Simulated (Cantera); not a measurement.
A Cantera script and what it prints.

```python
import numpy as np
import cantera as ct

gas_names = """
    B BH BH2 BH3 BO BO2 B2 B2O B2O2 B2O3 B3O3H3 H HBO HBO2 HO2 H2 H2O H2O2 H3B3O6 O OH O2 O3
""".split()
cond_names = """
    B(b) B(L) B2O3(L) B3O3H3(cr) H2O(s) H2O(L)
""".split()


# ... load() reads the species with a 1 bar reference pressure and builds the phases ...
atoms = {
    'B2O3': {'B': 2, 'O': 3},
    'H2': {'H': 2},
    'H2O': {'H': 2, 'O': 1},
}
top_T = {}  # K; cautious upper limits of use, not melting points


# ... equilibrate(T, P, feed) seeds the gas with the atoms and calls Mixture.equilibrate('TP', solver="vcs", rtol=1e-11, max_steps=5000) ...
results = []
feed = {'B2O3': 1, 'H2': 1.7, 'H2O': 0.00019}  # mol
P = 12  # Pa
for T in [973, 1023, 1073, 1123, 1173, 1223, 1273, 1323, 1373, 1423]:
    mix = equilibrate(T, P, feed)
    results.append((T, P, feed, dict(zip(mix.species_names, mix.species_moles))))
    x = sorted(zip(gas.X, gas.species_names), reverse=True)
    print(f"T = {T:g} K  P = {P:g} Pa  gas = {mix.phase_moles(0):.4g} mol")
    print("   x: " + "  ".join(f"{s} {v:.3e}" for v, s in x if v > 1e-06))
    print("   condensed (mol): " + ("  ".join(f"{mix.phase(i).name} {mix.phase_moles(i):.4g}"
          for i in range(1, mix.n_phases) if mix.phase_moles(i) > 1e-12) or "none"))
```

It prints:

```
T = 973 K  P = 12 Pa  gas = 1.7 mol
   x: H2 9.999e-01  H2O 1.051e-04  HBO2 1.371e-05
   condensed (mol): B2O3(L) 1
T = 1023 K  P = 12 Pa  gas = 1.7 mol
   x: H2 9.999e-01  H2O 9.450e-05  HBO2 3.724e-05  HBO 2.733e-06
   condensed (mol): B2O3(L) 1
T = 1073 K  P = 12 Pa  gas = 1.7 mol
   x: H2 9.998e-01  HBO2 8.635e-05  H2O 7.607e-05  HBO 1.497e-05  H 1.279e-06
   condensed (mol): B2O3(L) 0.9999
T = 1123 K  P = 12 Pa  gas = 1.7 mol
   x: H2 9.997e-01  HBO2 1.791e-04  HBO 7.236e-05  H2O 5.856e-05  B2O3 5.155e-06  H 3.887e-06
   condensed (mol): B2O3(L) 0.9998
T = 1173 K  P = 12 Pa  gas = 1.701 mol
   x: H2 9.992e-01  HBO2 3.866e-04  HBO 2.735e-04  H2O 5.704e-05  B2O3 3.103e-05  H 1.076e-05  B2O2 1.750e-06
   condensed (mol): B2O3(L) 0.9994
T = 1223 K  P = 12 Pa  gas = 1.702 mol
   x: H2 9.980e-01  HBO2 9.006e-04  HBO 8.001e-04  B2O3 1.603e-04  H2O 7.403e-05  H 2.742e-05  B2O2 1.208e-05
   condensed (mol): B2O3(L) 0.9983
T = 1273 K  P = 12 Pa  gas = 1.705 mol
   x: H2 9.949e-01  HBO2 2.112e-03  HBO 1.981e-03  B2O3 7.232e-04  H2O 1.097e-04  H 6.493e-05  B2O2 6.091e-05  BO 4.902e-06
   condensed (mol): B2O3(L) 0.9952
T = 1323 K  P = 12 Pa  gas = 1.714 mol
   x: H2 9.873e-01  HBO2 4.794e-03  HBO 4.387e-03  B2O3 2.896e-03  B2O2 2.507e-04  H2O 1.692e-04  H 1.438e-04  BO 2.213e-05
   condensed (mol): B2O3(L) 0.9867
T = 1373 K  P = 12 Pa  gas = 1.737 mol
   x: H2 9.688e-01  B2O3 1.043e-02  HBO2 1.041e-02  HBO 8.867e-03  B2O2 8.816e-04  H 2.992e-04  H2O 2.623e-04  BO 8.703e-05
   condensed (mol): B2O3(L) 0.9635
T = 1423 K  P = 12 Pa  gas = 1.802 mol
   x: H2 9.239e-01  B2O3 3.419e-02  HBO2 2.151e-02  HBO 1.640e-02  B2O2 2.702e-03  H 5.828e-04  H2O 3.998e-04  BO 3.031e-04
   condensed (mol): B2O3(L) 0.8991
```

Equilibrium computed with Cantera from the NASA thermochemical tables; the gas is ideal and each condensed phase is pure.
